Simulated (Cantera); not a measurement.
Mixture: CO : H2 : CH4 : O2 : N2 : H2O = 1 : 0.17 : 1.1 : 2.53 : 7.34 : 1.1 (molar parts), at 3750 Torr, adiabatic and at constant pressure. Ignition delay is the time to a rise of 400 K.

Model: GRI-Mech 3.0 (53 species, 325 reactions), integrated in Cantera.

Q: Predict: delay at 1223 K; delay at 1323 K; delay at 1423 K; delay at 1523 K; apparent activation energy between 1473 and 1573 K.

A: 
```
Property                                                Result
--------------------------------------------------  ----------
delay at 1223 K                                        2.08 ms
delay at 1323 K                                       0.836 ms
delay at 1423 K                                       0.342 ms
delay at 1523 K                                       0.145 ms
apparent activation energy between 1473 and 1573 K  160 kJ/mol
```
